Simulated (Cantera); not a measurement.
What does this Cantera script print?

```python
import numpy as np
import cantera as ct

gas_names = """
    CL CL2 N N2 Si SiCL SiCL2 SiCL3 SiCL4 SiN Si2 Si2N Si3
""".split()
cond_names = """
    Si(cr) Si(L) Si3N4(a)
""".split()


# ... load() reads the species with a 1 bar reference pressure and builds the phases ...
atoms = {
    'SiCl4': {'Si': 1, 'CL': 4},
    'Cl2': {'CL': 2},
    'N2': {'N': 2},
}
top_T = {'Si3N4(a)': 2400}  # K; cautious upper limits of use, not melting points


# ... equilibrate(T, P, feed) seeds the gas with the atoms and calls Mixture.equilibrate('TP', solver="vcs", rtol=1e-11, max_steps=5000) ...
results = []
feed = {'SiCl4': 1, 'Cl2': 0.02, 'N2': 46}  # mol
P = 101325  # Pa
for T in [1173, 1223, 1273, 1323, 1373, 1423, 1473, 1523, 1573, 1623, 1673, 1723]:
    mix = equilibrate(T, P, feed)
    results.append((T, P, feed, dict(zip(mix.species_names, mix.species_moles))))

top = {s: max(r[3][s] / sum(r[3][g] for g in gas_names) for r in results) for s in gas_names}
cols = sorted((s for s in top if top[s] > 0.001), key=lambda s: -top[s])[:7]
seen = [c for c in cond_names if any(r[3].get(c, 0) > 1e-12 for r in results)]
print("log10 of partial pressures in bar; condensed amounts in mol")
print(f"{'T/K':>10s}" + "".join(f"{s[:9]:>10s}" for s in cols + seen))
for T, P, feed, n in results:
    ng = sum(n[g] for g in gas_names)
    print(f"{T:10.4g}" + "".join(f"{np.log10(max(n[s] / ng * P / 1e5, 1e-99)):10.3f}" for s in cols)
          + "".join(f"{n.get(c, 0):10.4g}" for c in seen))
```

It prints:

```
log10 of partial pressures in bar; condensed amounts in mol
       T/K        N2     SiCL4        CL     SiCL3
      1173    -0.004    -1.667    -4.152    -7.072
      1223    -0.004    -1.667    -3.937    -6.572
      1273    -0.004    -1.667    -3.746    -6.103
      1323    -0.004    -1.667    -3.580    -5.661
      1373    -0.004    -1.667    -3.438    -5.238
      1423    -0.004    -1.667    -3.321    -4.832
      1473    -0.004    -1.667    -3.224    -4.440
      1523    -0.004    -1.668    -3.141    -4.068
      1573    -0.004    -1.671    -3.056    -3.728
      1623    -0.004    -1.675    -2.956    -3.431
      1673    -0.004    -1.681    -2.837    -3.180
      1723    -0.005    -1.692    -2.703    -2.969
```

Method: chemical equilibrium by Gibbs-energy minimisation in Cantera with the NASA 1993 tables (ideal gas, pure condensed phases). The tables' values for SiCl3 are old estimates; treat these amounts as uncertain.
